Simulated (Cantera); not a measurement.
What does this Cantera script print?

```python
import numpy as np
import cantera as ct

gas_names = """
    H HO2 H2 H2O H2O2 O OH O2 O3 Ti TiO TiO2
""".split()
cond_names = """
    H2O(s) H2O(L) Ti(a) Ti(b) Ti(L) TiO(a) TiO(b) TiO(L) TiO2(ru) TiO2(L) Ti2O3(a) Ti2O3(b) Ti2O3(L)
    Ti3O5(a) Ti3O5(b) Ti3O5(L) Ti4O7(s) Ti4O7(L)
""".split()


def load(file, names, dense=False):
    # The tables refer to 1 bar. Condensed volumes are neglected.
    table = {s.name: s for s in ct.Species.list_from_file(file)}
    out = []
    for n in names:
        d = dict(table[n].input_data)
        d["thermo"] = dict(d["thermo"], **{"reference-pressure": 1e5})
        if dense:
            d["equation-of-state"] = {"model": "constant-volume", "density": "1e6 g/cm^3"}
        out.append(ct.Species.from_dict(d))
    return out


gas = ct.Solution(thermo="ideal-gas", species=load("nasa_gas.yaml", gas_names))
cond = {s.name: ct.Solution(thermo="fixed-stoichiometry", species=[s], name=s.name)
        for s in load("nasa_condensed.yaml", cond_names, dense=True)}
atoms = {
    'TiO2': {'Ti': 1, 'O': 2},
    'H2': {'H': 2},
    'H2O': {'H': 2, 'O': 1},
}
top_T = {}  # K; cautious upper limits of use, not melting points


def equilibrate(T, P, feed):
    n = {}
    for name, mol in feed.items():
        for a, k in atoms[name].items():
            n[a] = n.get(a, 0.0) + k * mol
    gas.TPX = T, P, n
    mass = sum(n.values()) * gas.mean_molecular_weight
    gas.equilibrate("TP")
    valid = [c for c in cond.values() if c.min_temp <= T <= top_T.get(c.name, c.max_temp)]
    mix = ct.Mixture([(gas, mass / gas.mean_molecular_weight)] + [(c, 0.0) for c in valid])
    mix.T, mix.P = T, P
    mix.equilibrate("TP", solver="vcs", rtol=1e-11, max_steps=5000)
    return mix


results = []
T = 1575  # K
P = 101325  # Pa
for m in [4.8, 12, 28, 69, 170, 400, 980, 2400]:
    feed = {'TiO2': 1, 'H2': m, 'H2O': 0.1}  # mol
    mix = equilibrate(T, P, feed)
    results.append((T, P, feed, dict(zip(mix.species_names, mix.species_moles))))

top = {s: max(r[3][s] / sum(r[3][g] for g in gas_names) for r in results) for s in gas_names}
cols = sorted((s for s in top if top[s] > 0.0001), key=lambda s: -top[s])[:7]
seen = [c for c in cond_names if any(r[3].get(c, 0) > 1e-12 for r in results)]
print("log10 of partial pressures in bar; condensed amounts in mol")
print(f"{'n(H2)':>10s}" + "".join(f"{s[:9]:>10s}" for s in cols + seen))
for T, P, feed, n in results:
    ng = sum(n[g] for g in gas_names)
    print(f"{feed['H2']:10.4g}" + "".join(f"{np.log10(max(n[s] / ng * P / 1e5, 1e-99)):10.3f}" for s in cols)
          + "".join(f"{n.get(c, 0):10.4g}" for c in seen))
```

It prints:

```
log10 of partial pressures in bar; condensed amounts in mol
     n(H2)        H2       H2O  TiO2(ru)  Ti2O3(b)  Ti3O5(b)  Ti4O7(s)
       4.8    -0.006    -1.572    0.8821         0         0   0.02947
        12    -0.006    -1.572    0.1211         0         0    0.2197
        28     0.000    -1.899         0         0         0      0.25
        69     0.003    -2.197         0         0    0.3333         0
       170     0.005    -2.588         0         0    0.3333         0
       400     0.005    -2.960         0         0    0.3333         0
       980     0.005    -3.267         0    0.2677    0.1548         0
      2400     0.006    -3.596         0       0.5         0         0
```

Cantera equilibrium calculation (NASA polynomials, part measured and part estimated; ideal gas, pure solids and liquids). Mutual solubility and eutectic melting of coexisting phases are not modelled. Condensed phases not in the tables: Magnéli phases beyond Ti4O7. Gases not in the tables: TiO(OH)2.
